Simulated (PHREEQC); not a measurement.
**Ultrapure water in contact with air or piping: an equilibrium model**

Model water analysis in mg/L, 77 °C, pH 6.32, pe 9:

```
constituent            mg/L
------------------  -------
Na                    0.824
K                     0.772
Ca                    0.672
Mg                   0.0668
Cl                    0.976
S(6) as SO4            1.99
Alkalinity as HCO3     1.56
B                   0.00532
Zn                   0.0724
Cd                    0.171
Sr                    0.101
```

Valence states are taken as typed.

Computed with PHREEQC (ion-association model, wateq4f.dat).

ionic strength: 0.000142 mol/kgw
charge-balance error: 3.9 %

```
species  molality  activity   log γ
-------  --------  --------  ------
Na+       3.58e-5   3.53e-5  -0.007
Cl-       2.75e-5   2.71e-5  -0.007
CO2       2.56e-5   2.56e-5   0.000
HCO3-     2.55e-5   2.51e-5  -0.007
SO4-2     2.06e-5   1.93e-5  -0.027
K+        1.97e-5   1.94e-5  -0.007
Ca+2      1.67e-5   1.57e-5  -0.026
```

This is a speciation only: nothing precipitates in the calculation. Constants without temperature data keep their 25 °C values here.
